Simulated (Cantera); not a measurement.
A Cantera script and what it prints.

```python
import numpy as np
import cantera as ct

gas_names = """
    B BH BH2 BH3 B2 H H2
""".split()
cond_names = """
    B(b) B(L)
""".split()


# ... load() reads the species with a 1 bar reference pressure and builds the phases ...
atoms = {
    'B': {'B': 1},
    'H2': {'H': 2},
}
top_T = {}  # K; cautious upper limits of use, not melting points


# ... equilibrate(T, P, feed) seeds the gas with the atoms and calls Mixture.equilibrate('TP', solver="vcs", rtol=1e-11, max_steps=5000) ...
results = []
feed = {'B': 1, 'H2': 60}  # mol
P = 100000  # Pa
for T in [773, 923, 1073, 1223, 1373, 1523, 1673, 1823, 1973, 2123, 2273, 2423]:
    mix = equilibrate(T, P, feed)
    results.append((T, P, feed, dict(zip(mix.species_names, mix.species_moles))))

top = {s: max(r[3][s] / sum(r[3][g] for g in gas_names) for r in results) for s in gas_names}
cols = sorted((s for s in top if top[s] > 0.001), key=lambda s: -top[s])[:9]
seen = [c for c in cond_names if any(r[3].get(c, 0) > 1e-12 for r in results)]
print("log10 of partial pressures in bar; condensed amounts in mol")
print(f"{'T/K':>10s}" + "".join(f"{s[:9]:>10s}" for s in cols + seen))
for T, P, feed, n in results:
    ng = sum(n[g] for g in gas_names)
    print(f"{T:10.4g}" + "".join(f"{np.log10(max(n[s] / ng * P / 1e5, 1e-99)):10.3f}" for s in cols)
          + "".join(f"{n.get(c, 0):10.4g}" for c in seen))
```

Result:

```
log10 of partial pressures in bar; condensed amounts in mol
       T/K        H2         H       BH2      B(b)      B(L)
       773    -0.000   -12.042   -11.416         1         0
       923    -0.000    -9.612    -9.254         1         0
      1073    -0.000    -7.854    -7.703         1         0
      1223    -0.000    -6.522    -6.537    0.9999         0
      1373    -0.000    -5.478    -5.629    0.9997         0
      1523    -0.000    -4.636    -4.903    0.9988         0
      1673    -0.000    -3.944    -4.309    0.9963         0
      1823    -0.000    -3.363    -3.816    0.9895         0
      1973    -0.001    -2.870    -3.399     0.974         0
      2123    -0.002    -2.446    -3.043    0.9426         0
      2273    -0.004    -2.078    -2.738     0.885         0
      2423    -0.009    -1.756    -2.507         0     0.803
```

These are equilibrium values from Cantera (NASA tables, ideal gas, pure condensed phases), not measurements of a reactor. The tables' values for BH2 are old estimates; treat these amounts as uncertain. Gases not in the tables: B2H6 and higher boranes.
